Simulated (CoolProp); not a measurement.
A single-stage vapour-compression cycle with dimethyl ether: evaporating at 267.15 K (dew point), condensing at 335.15 K (bubble point), superheat 2 K, subcooling 0 K, compressor efficiency 0.75, no pressure losses. Each further row changes one setting.

Computed with CoolProp (reference Helmholtz-energy equation of state, Wu 2011).

| case | cooling COP | pressure ratio | discharge temperature (K) | refrigerating effect (kJ/kg) | volumetric capacity (kJ/m³) |
|---|---|---|---|---|---|
| as stated | ___ | 7.05 | 370.5 | 277 | 1300 |
| evaporating temperature 272.15 K | ___ | 5.89 | ___ | 283 | ___ |
| condensing temperature 330.15 K | ___ | 6.29 | ___ | 291 | 1370 |
| subcooling 5 K | 2.24 | 7.05 | 370.5 | 291 | 1370 |
| superheat 12 K | 2.15 | 7.05 | 381.5 | 292 | 1310 |
| compressor efficiency 0.65 | ___ | 7.05 | 380.9 | 277 | 1300 |

Q: Complete the blanks.

A: 
- as stated, cooling COP: 2.14
- evaporating temperature 272.15 K, cooling COP: 2.40
- evaporating temperature 272.15 K, discharge temperature (K): 366.9
- evaporating temperature 272.15 K, volumetric capacity (kJ/m³): 1580
- condensing temperature 330.15 K, cooling COP: 2.39
- condensing temperature 330.15 K, discharge temperature (K): 364.1
- compressor efficiency 0.65, cooling COP: 1.85
